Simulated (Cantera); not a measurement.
Gas mixture: C2H2 : C2H4 = 0.46 : 0.62 (molar parts), at 0.00340 bar, frozen composition.

Cantera's kinetic-theory transport with the Lennard-Jones parameters of GRI-Mech 3.0, ideal gas; thermal conductivity in the multicomponent form. The composition is frozen, though it would react at the higher temperatures.

One state of this run: ρ (kg/m³) = 0.00202; cp (J/kg/K) = 2295; μ (µPa s) = 17.7; λ (mW/m/K) = 54.5; Pr = 0.745; D (cm²/s) C2H2 = 116; D (cm²/s) NO = 142; D (cm²/s) CH3 = 157. D: mixture-averaged diffusion coefficient of that species in the mixture.

Problem. Which value of T (K) does it belong to?
A) 700
B) 400
C) 550
D) 850

Solution. C, 550
